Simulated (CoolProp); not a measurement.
Vapour-liquid equilibrium of propane (1) + dimethyl ether (2) at 327 K; x and y are mole fractions of (1).

Computed with CoolProp (multi-fluid Helmholtz-energy mixture model, Lemmon 2009 and Wu 2011; pair parameters Bell 2016).

Task: Give the bubble pressure and the first vapour's composition at x = 0.425, 0.575, 0.725. Is there an azeotrope?

Result: x = 0.425: 1.703 MPa, y = 0.509; x = 0.575: 1.789 MPa, y = 0.629; x = 0.725: 1.846 MPa, y = 0.748. y crosses x between x = 0.875 and 0.95: the model has an azeotrope there.

Pair parameters are fitted to limited data, so mixtures are less certain than the pure fluids.
